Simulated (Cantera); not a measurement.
# Equilibrium for silicon epitaxy and polysilicon growth: Si₂Cl₆ + HCl + N₂

Feed: 1 mol Si₂Cl₆, 0.08 mol HCl, 27 mol N₂, at 750 Torr.

Method: chemical equilibrium by Gibbs-energy minimisation in Cantera with the NASA 1993 tables (ideal gas, pure condensed phases). Candidate condensed phases: NH₄Cl, Si, Si₃N₄; 28 gas species. The feed counts by its element totals alone. N₂ is the only nitrogen source here; it is nearly inert below about 1500 K, so the nitride shown seldom forms there in practice. The tables' values for SiCl₃ are old estimates; treat these amounts as uncertain. The numbers say what is thermodynamically allowed, not how fast it happens.

```tsv
T (K)	x N₂	x SiCl₄	x SiCl₃	x HCl	x SiCl₂	x H₂	n Si₃N₄(s)
1025	0.944	0.0531	1.65e-5	0.00279	1.07e-7	1.80e-5	0.167
1075	0.944	0.0531	4.09e-5	0.00280	4.98e-7	1.65e-5	0.166
1125	0.944	0.0530	9.31e-5	0.00280	2.01e-6	1.52e-5	0.166
1175	0.944	0.0530	0.000197	0.00280	7.19e-6	1.42e-5	0.166
1225	0.944	0.0528	0.000393	0.00280	2.31e-5	1.33e-5	0.166
1275	0.944	0.0525	0.000738	0.00280	6.75e-5	1.25e-5	0.165
1325	0.944	0.0520	0.00132	0.00280	0.000181	1.19e-5	0.163
1375	0.943	0.0511	0.00223	0.00279	0.000449	1.14e-5	0.159
1425	0.943	0.0497	0.00362	0.00279	0.00104	1.09e-5	0.153
1475	0.942	0.0476	0.00559	0.00278	0.00223	1.06e-5	0.143
```
x: gas mole fraction; n: condensed amount in mol.

From 1025 K to 1475 K the condensed part is Si₃N₄(s). The main Si-bearing gas is SiCl₄ throughout.
